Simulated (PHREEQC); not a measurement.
Dissolve 0.46 mol/kgw KH2PO4 and 0.0032 mol/kgw K2HPO4 at 20 °C. Closed to the air; pH follows from the charge balance.

Equilibrium calculation in PHREEQC: ion-association model, phreeqc.dat.

Question: The ionic strength comes out as 0.469 mol/kgw. What activity coefficients do H+, K+, HPO4-2, H2PO4-, KHPO4- get?

Answer: H+ 0.77, K+ 0.65, HPO4-2 0.22, H2PO4- 0.70, KHPO4- 0.70.

This is a speciation only: nothing precipitates in the calculation.
